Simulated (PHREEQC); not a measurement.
1 kg of water holding 0.025 mol/kgw NaCl and 0.032 mol/kgw K2SO4 is evaporated at 90 °C; the solids stay in contact with the brine. No CO2 enters from the air. The run lets Arcanite, Glaserite, Halite, Mirabilite, Misenite, Sylvite, Thenardite precipitate or redissolve, and no other solid.

Model: Pitzer model, pitzer.dat, run in PHREEQC.

### Question
Predict ionic strength, water activity, Na in solution (mol/kgw) at water left (kg) = 0.8219, 0.1407, 0.09502, 0.005012.

### Answer
```
water left (kg)  ionic strength  water activity  Na in solution (mol/kgw)
---------------  --------------  --------------  ------------------------
0.8219                    0.147           0.997                    0.0304
0.1407                    0.860           0.986                     0.178
0.09502                    1.27           0.979                     0.263
0.005012                   6.86           0.805                      2.40
```

Species that the database lacks are ignored. Away from 25 °C the constants follow the database's enthalpies or fits; those with neither stay at their 25 °C values.
